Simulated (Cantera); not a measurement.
**Thermodynamics of carbon deposition, reforming and gasification, feed toluene + H2**

Input: 1 mol toluene, 0.88 mol H2, equilibrated at 2.60 bar.

Equilibrium computed with Cantera from the NASA thermochemical tables; the gas is ideal and each condensed phase is pure. Candidate condensed phases: C, C6H6, C7H8, C8H18; 86 gas species. Ions and electrons are included (thermal ionisation). Rates play no part.

```csv
T (K),log p H2,log p H,log p C,log p C3,log p C2H2 (acetylene),log p C2H,log p C2,log p C4H2,log p C5,n C(graphite)
2500,0.40,-1.40,-6.78,-6.30,-1.56,-4.51,-7.34,-3.91,-8.83,6.89
2750,0.38,-0.97,-5.42,-4.77,-1.17,-3.46,-5.79,-3.10,-6.87,6.73
3000,0.35,-0.63,-4.30,-3.51,-0.86,-2.60,-4.50,-2.45,-5.24,6.41
3250,0.28,-0.35,-3.34,-2.44,-0.64,-1.89,-3.41,-1.93,-3.88,5.86
3500,0.16,-0.15,-2.53,-1.53,-0.51,-1.32,-2.49,-1.55,-2.71,4.84
3750,-0.04,-0.02,-1.82,-0.75,-0.50,-0.88,-1.68,-1.34,-1.70,2.08
4000,-0.24,0.08,-1.34,-0.49,-0.79,-0.77,-1.26,-1.72,-1.52,0
4250,-0.43,0.17,-1.00,-0.49,-1.21,-0.85,-1.05,-2.38,-1.75,0
4500,-0.65,0.21,-0.72,-0.56,-1.68,-0.99,-0.90,-3.11,-2.06,0
4750,-0.90,0.23,-0.48,-0.68,-2.20,-1.18,-0.81,-3.89,-2.45,0
5000,-1.17,0.23,-0.30,-0.87,-2.76,-1.42,-0.78,-4.75,-2.93,0
```
log p: log10 of the partial pressure in bar; n: condensed amount in mol.

From 2500 K to 3750 K the condensed part is C(graphite). From 4000 K to 5000 K nothing is condensed. The main C-bearing gas is C2H2 (acetylene) at 2500 K and C at 5000 K.
